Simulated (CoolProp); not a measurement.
R1336mzz(Z) along the isotherm -31.35 °C: Z from the reference equation and from simpler models built on Tc = 171.3 °C, pc = 2.904 MPa, ω = 0.386; each cubic takes its own stable root.

Computed with CoolProp (reference Helmholtz-energy equation of state, McLinden 2020).

| p (MPa) | phase | reference |
|---|---|---|
| 0.104 | liquid | 0.005646 |
| 0.207 | liquid | 0.01124 |
| 0.311 | liquid | 0.01688 |
| 0.415 | liquid | 0.02252 |
| 0.519 | liquid | 0.02816 |
| 0.622 | liquid | 0.03375 |
| 0.726 | liquid | 0.03938 |
| 0.83 | liquid | 0.04502 |
| 0.933 | liquid | 0.05060 |
| 1.04 | liquid | 0.05640 |
| 1.14 | liquid | 0.06181 |
| 1.24 | liquid | 0.06722 |
| 1.35 | liquid | 0.07318 |
| 1.45 | liquid | 0.07859 |

Question: How far does each simpler model (van der Waals, Soave-Redlich-Kwong) lie from the reference over these 14 states: mean and median of the absolute difference, and the worst?

Answer: 
- van der Waals: mean 1277.3 %, median 81.9 %, worst +16818.2 % at -31.35 °C and 0.104 MPa
- Soave-Redlich-Kwong: mean 18.3 %, median 18.3 %, worst +18.3 % at -31.35 °C and 0.104 MPa

At some of these states van der Waals gives the other phase, because its saturation line lies elsewhere.
